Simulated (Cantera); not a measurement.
A perfectly stirred reactor is fed with 65.4 % NH3, 33.4 % H2, 1.24 % N2, at 1.50 bar; it is held at 1798 K, and followed from long to short residence time.

Detailed kinetics in Cantera: the gas-phase N/H chemistry of the illustrative SiF4/NH3 mechanism in the Surface Chemkin manual (1991). Walls and surfaces, which speed up NH3 decomposition in real reactors, are not modelled.

x: mole fraction; the columns are a selection and need not sum to one.

```json
[
 {"τ (s)": "0.49", "x NH3": "0.263", "x H2": "0.609", "x NH": "1.51e-6", "x N": "6.59e-8", "x N2": "0.128", "x N2H4": "___"},
 {"τ (s)": "0.22", "x NH3": "0.372", "x H2": "0.532", "x NH": "1.78e-6", "x N": "7.00e-8", "x N2": "0.0954", "x N2H4": "___"},
 {"τ (s)": "0.096", "x NH3": "0.482", "x H2": "0.455", "x NH": "1.98e-6", "x N": "7.10e-8", "x N2": "0.0631", "x N2H4": "___"},
 {"τ (s)": "0.043", "x NH3": "0.560", "x H2": "0.399", "x NH": "2.08e-6", "x N": "7.03e-8", "x N2": "0.0399", "x N2H4": "___"},
 {"τ (s)": "0.019", "x NH3": "0.608", "x H2": "0.366", "x NH": "2.13e-6", "x N": "6.92e-8", "x N2": "0.0258", "x N2H4": "3.36e-7"},
 {"τ (s)": "0.0084", "x NH3": "0.633", "x H2": "0.348", "x NH": "2.14e-6", "x N": "6.76e-8", "x N2": "0.0186", "x N2H4": "3.51e-7"},
 {"τ (s)": "0.0037", "x NH3": "0.644", "x H2": "0.340", "x NH": "2.10e-6", "x N": "6.51e-8", "x N2": "0.0151", "x N2H4": "3.52e-7"},
 {"τ (s)": "0.0016", "x NH3": "0.650", "x H2": "0.336", "x NH": "1.99e-6", "x N": "5.99e-8", "x N2": "0.0135", "x N2H4": "3.37e-7"},
 {"τ (s)": "0.00072", "x NH3": "0.652", "x H2": "0.335", "x NH": "1.76e-6", "x N": "5.01e-8", "x N2": "0.0128", "x N2H4": "___"}
]
```

Q: Some entries are withheld; supply them.

A: 
- 0.49, x N2H4: 9.82e-8
- 0.22, x N2H4: 1.66e-7
- 0.096, x N2H4: 2.41e-7
- 0.043, x N2H4: 3.00e-7
- 0.00072, x N2H4: 2.98e-7
